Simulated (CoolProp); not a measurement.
Sulfur dioxide along the isobar 35 MPa: Z from the reference equation and from simpler models built on Tc = 430.6 K, pc = 7.887 MPa, ω = 0.256; each cubic takes its own stable root.

The numbers come from the reference Helmholtz-energy equation of state, Gao 2016 in CoolProp.

```tsv
T (K)	phase	reference
331.9	liquid	0.6017
353.3	liquid	0.5879
374.8	liquid	0.5783
396.3	liquid	0.5731
417.7	liquid	0.5724
439.2	supercritical	0.5766
460.6	supercritical	0.5860
482.1	supercritical	0.6014
503.5	supercritical	0.6229
525	supercritical	0.6505
```

Task: How far does each simpler model (van der Waals, Soave-Redlich-Kwong, Peng-Robinson) lie from the reference over these 10 states: mean and median of the absolute difference, and the worst?

Result: 
- van der Waals: mean 40.8 %, median 42.8 %, worst +55.9 % at 331.9 K and 35 MPa
- Soave-Redlich-Kwong: mean 12.0 %, median 11.8 %, worst +14.0 % at 525 K and 35 MPa
- Peng-Robinson: mean 2.2 %, median 1.8 %, worst +5.1 % at 525 K and 35 MPa
